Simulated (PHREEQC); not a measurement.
Solution (25 °C): 0.0054 mol CuCl2, 0.0002 mol HBF4 and 6.2e-05 mol Na2SO4 per kg of water. Closed to the air; pH follows from the charge balance.

All values are PHREEQC results (ion-association model, wateq4f.dat), not measurements.

This is a speciation only: nothing precipitates in the calculation.

### Question
Order these S species by the share of S that they hold, largest first: HSO4-, SO4-2, CuSO4.

### Answer
SO4-2 (70 %), CuSO4 (28 %), HSO4- (2.1 %)

The pH is 3.34 and the ionic strength 0.0166 mol/kgw. Species that the database lacks are ignored. Real BF4- forms and hydrolyses slowly; the run takes it at equilibrium.
